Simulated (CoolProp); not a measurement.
Vapour-liquid equilibrium of R114 (1) + n-heptane (2) at 49.15 °C; x and y are mole fractions of (1).

Model: multi-fluid Helmholtz-energy mixture model, Platzer 1990 and Span 2003; pair parameters Bell 2016, in CoolProp. This equation is an older, rougher fit; its heat capacities, sound speeds and derivatives of the liquid may be far off and weren't checked against measurements.

```
x      bubble pressure (MPa)  y at the bubble point  dew pressure at overall composition x (MPa)  liquid density (mol/L)
-----  ---------------------  ---------------------  -------------------------------------------  ----------------------
0.05                 0.04988                  0.646                                      0.01918                   6.642
0.125                0.09490                  0.823                                      0.02079                   6.743
0.2                   0.1362                  0.884                                      0.02271                   6.847
0.275                 0.1734                  0.914                                      0.02501                   6.952
0.35                  0.2066                  0.932                                      0.02782                   7.058
0.425                    ___                  0.945                                      0.03133                   7.166
0.5                   0.2632                  0.954                                      0.03587                   7.276
0.575                 0.2881                  0.962                                      0.04193                   7.387
0.65                     ___                  0.968                                      0.05045                   7.500
0.725                 0.3355                  0.975                                      0.06329                   7.615
0.8                   0.3600                  0.981                                      0.08486                   7.732
0.875                 0.3862                  0.987                                       0.1283                     ___
0.95                  0.4153                  0.995                                       0.2510                   7.972
```

Complete the blanks.


- 0.425, bubble pressure (MPa): 0.2363
- 0.65, bubble pressure (MPa): 0.3119
- 0.875, liquid density (mol/L): 7.851

No azeotrope shows between x = 0.05 and 0.95.

The pair parameters rest on a limited set of measurements; away from them the model extrapolates.
